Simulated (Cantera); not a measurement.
Charge: 1 mol Cu, 0.41 mol H2O, 160 mol H2, at 0.380 bar.

Cantera equilibrium calculation (NASA polynomials, part measured and part estimated; ideal gas, pure solids and liquids). Candidate condensed phases: Cu, CuO, Cu(OH)2, Cu2O, H2O; 12 gas species. Kinetics and transport are ignored.

**Question.** What share of the Cu ends up in condensed phases as a function of T (°C), at 350, 550, 750, 950, 1150, 1350, 1550, 1750?

**Answer.** 
| T (°C) | Cu condensed (%) | as |
|---|---|---|
| 350 | 100.0 | Cu(s) |
| 550 | 100.0 | Cu(s) |
| 750 | 100.0 | Cu(s) |
| 950 | 100.0 | Cu(s) |
| 1150 | 99.9 | Cu(l) |
| 1350 | 97.7 | Cu(l) |
| 1550 | 70.1 | Cu(l) |
| 1750 | 0.0 | - |
